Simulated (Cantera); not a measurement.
**Equilibrium for tantalum, niobium, vanadium and zirconium in process gases: V + N2O + H2**

A closed system holds: 1 mol V, 0.22 mol N2O, a varied amount of H2, at 2177 °C and 13.3 mbar.

Method: chemical equilibrium by Gibbs-energy minimisation in Cantera with the NASA 1993 tables (ideal gas, pure condensed phases). Candidate condensed phases: H2O, V, VN, VO, V2O3, V2O4, V2O5; 28 gas species. Condensed phases not in the tables: V2N, N, O or C dissolved in the metal. Equilibrium is a limit: real reactors are often held back by kinetics, nucleation or transport.

```
n(H2) (mol)  log p H2  log p H  log p V  log p N2  log p VO  n V(l)
-----------  --------  -------  -------  --------  --------  ------
12              -1.98    -2.69    -3.30     -3.68     -3.74   0.272
57              -1.96    -2.68    -3.77     -4.33     -4.41       0
100             -1.96    -2.68    -4.00     -4.57     -4.69       0
150             -1.95    -2.67    -4.17     -4.75     -4.90       0
190             -1.95    -2.67    -4.26     -4.85     -5.02       0
230             -1.95    -2.67    -4.34     -4.93     -5.13       0
280             -1.95    -2.67    -4.42     -5.02     -5.24       0
320             -1.95    -2.67    -4.48     -5.08     -5.32       0
370             -1.95    -2.67    -4.54     -5.14     -5.41       0
```
log p: log10 of the partial pressure in bar; n: condensed amount in mol.

At 12 mol H2 the condensed part is V(l). From 57 mol H2 to 370 mol H2 nothing is condensed. The main V-bearing gas is V throughout.
